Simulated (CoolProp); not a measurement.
R236FA along the isotherm 126.85 °C: Z from the reference equation and from simpler models built on Tc = 124.9 °C, pc = 31.91 bar, ω = 0.377; each cubic takes its own stable root.

The numbers come from the reference Helmholtz-energy equation of state, Pan 2012 in CoolProp.

| p (bar) | phase | reference |
|---|---|---|
| 8.86 | gas | 0.8985 |
| 17.7 | gas | 0.7778 |
| 26.6 | gas | 0.6120 |
| 35.5 | supercritical | 0.2095 |
| 44.3 | supercritical | 0.2290 |
| 53.2 | supercritical | 0.2605 |
| 62 | supercritical | 0.2932 |
| 70.9 | supercritical | 0.3265 |
| 79.8 | supercritical | 0.3597 |

Problem. How far does each simpler model (van der Waals, Redlich-Kwong) lie from the reference over these 9 states: mean and median of the absolute difference, and the worst?

Solution. 
- van der Waals: mean 30.8 %, median 42.7 %, worst +46.4 % at 126.85 °C and 35.5 bar
- Redlich-Kwong: mean 13.3 %, median 16.0 %, worst +26.8 % at 126.85 °C and 35.5 bar
